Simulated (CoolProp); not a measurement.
The fluid at 334.71 K and 3.99 MPa is throttled through a valve to 1.23 MPa with no heat exchange. The same conditions are run with several fluids, on thermodynamics alone (safety and materials aside).

Model: reference Helmholtz-energy equation of state of each fluid (ammonia: Gao 2020; R245fa: Akasaka 2015; propylene glycol: Eisenbach 2021; n-octane: Beckmüller 2019; R11: Jacobsen 1992), in CoolProp.

| fluid | temperature change (K) | final phase | final density (kg/m³) |
|---|---|---|---|
| ammonia | -29.8 | two-phase, vapour fraction 0.131 | 65.6 |
| R245fa | +0.3 | liquid | 1240 |
| propylene glycol | +0.8 | liquid | 1000 |
| n-octane | +1.0 | liquid | 669 |
| R11 | +0.8 | liquid | 1390 |
